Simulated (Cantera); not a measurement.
Cantera run, input and output.

```python
import numpy as np
import cantera as ct

gas = ct.Solution("gri30.yaml", transport_model="mixture-averaged")
show = ['H', 'CH3', 'O']

rows = []
print(f"{'T/K':>7s}{'rho':>11s}{'cp':>10s}{'mu':>11s}{'lambda':>11s}{'Pr':>7s}" + "".join(f"{'D_' + s:>11s}" for s in show))
for T in [400, 550, 700, 850, 1000, 1150]:
    gas.TPX = T, 1000000, {'C2H6': 0.39}
    Pr = gas.cp_mass * gas.viscosity / gas.thermal_conductivity
    D = [gas.mix_diff_coeffs_mole[gas.species_index(s)] for s in show]
    rows.append([gas.density, gas.cp_mass, gas.viscosity, gas.thermal_conductivity, Pr, *D])
    print(f"{T:7g}{gas.density:11.4e}{gas.cp_mass:10.1f}{gas.viscosity:11.4e}"
          f"{gas.thermal_conductivity:11.4e}{Pr:7.3f}" + "".join(f"{d:11.4e}" for d in D))
print("SI units: kg/m3, J/kg/K, Pa s, W/m/K, m2/s")
```

It prints:

```
    T/K        rho        cp         mu     lambda     Pr        D_H      D_CH3        D_O
    400 9.0415e+00    2166.5 1.2323e-05 3.5590e-02  0.750 1.4285e-05 2.7422e-06 3.8798e-06
    550 6.5756e+00    2784.4 1.6244e-05 6.0276e-02  0.750 2.5369e-05 4.8688e-06 6.7834e-06
    700 5.1666e+00    3308.0 1.9713e-05 8.6786e-02  0.751 3.8756e-05 7.4371e-06 1.0269e-05
    850 4.2548e+00    3716.6 2.2851e-05 1.1352e-01  0.748 5.4218e-05 1.0403e-05 1.4284e-05
   1000 3.6166e+00    4080.0 2.5738e-05 1.3980e-01  0.751 7.1592e-05 1.3736e-05 1.8790e-05
   1150 3.1449e+00    4364.9 2.8428e-05 1.6532e-01  0.751 9.0759e-05 1.7413e-05 2.3758e-05
SI units: kg/m3, J/kg/K, Pa s, W/m/K, m2/s
```

Detailed kinetics in Cantera: GRI-Mech 3.0 (53 species, 325 reactions). The composition is frozen, though it would react at the higher temperatures.
